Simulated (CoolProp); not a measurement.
Vapour pressure (MPa) of R1233zd(E): the reference equation beside estimates from Tc = 165.7 °C, pc = 3.583 MPa, ω = 0.304. Clausius-Clapeyron is anchored at 55.65 °C with a constant enthalpy of vaporisation of 22.74 kJ/mol.

Computed with CoolProp (reference Helmholtz-energy equation of state, Akasaka 2022).

```tsv
T (°C)	reference	Lee-Kesler	Clausius-Clapeyron	Soave-Redlich-Kwong	Peng-Robinson
37.35	0.1984	0.1986	0.2122	0.1984	0.1976
43.45	0.2409	0.2415	0.2514	0.2413	0.2399
49.55	0.2900	0.2912	0.2960	0.2911	0.2888
55.65	0.3464	0.3483	0.3464	0.3484	0.3451
61.75	0.4108	0.4134	0.4031	0.4139	0.4095
67.85	0.4840	0.4872	0.4665	___	0.4827
73.95	0.5666	0.5705	0.5371	___	0.5655
80.05	0.6594	0.6639	0.6153	___	0.6586
86.15	0.7632	0.7682	0.7018	0.7733	0.7629
92.25	0.8788	0.8841	0.7969	0.8913	0.8793
98.35	1.007	1.013	0.9011	1.022	___
104.55	1.151	1.157	1.017	1.170	1.154
110.65	1.308	1.313	1.141	1.329	1.312
```

**Question.** What belongs in the gaps?

**Answer.** 
- 67.85, Soave-Redlich-Kwong: 0.4884
- 73.95, Soave-Redlich-Kwong: 0.5726
- 80.05, Soave-Redlich-Kwong: 0.6673
- 98.35, Peng-Robinson: 1.009

Absolute difference from the reference over all 13 rows, mean and median: Lee-Kesler 0.5 and 0.6 %, Clausius-Clapeyron 6.4 and 6.7 %, Soave-Redlich-Kwong 1.0 and 1.1 %, Peng-Robinson 0.3 and 0.3 %.
